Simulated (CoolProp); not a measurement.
C2F6 (R116) along the isotherm 37.05 °C: fugacity coefficient from the reference equation and from simpler models built on Tc = 19.9 °C, pc = 3.048 MPa, ω = 0.257; each cubic takes its own stable root.

Values from CoolProp's reference Helmholtz-energy equation of state, Lemmon 2006. It is a short technical equation, of lower accuracy than the large ones.

```
p (MPa)          phase  reference  van der Waals  Redlich-Kwong
-------  -------------  ---------  -------------  -------------
0.586              gas     0.9478         0.9505         0.9451
1.17               gas     0.8965         0.9016         0.8916
1.76               gas     0.8453         0.8522         0.8386
2.34               gas     0.7952         0.8034         0.7871
2.93               gas     0.7444         0.7527         0.7350
3.52     supercritical     0.6931         0.6990         0.6824
4.1      supercritical     0.6417         0.6415         0.6292
4.69     supercritical     0.5904         0.5906         0.5788
5.27     supercritical     0.5467         0.5505         0.5374
5.86     supercritical     0.5099         0.5176         0.5028
6.45     supercritical     0.4794         0.4907         0.4742
7.03     supercritical     0.4543         0.4689         0.4506
7.62     supercritical     0.4327         0.4505         0.4302
```
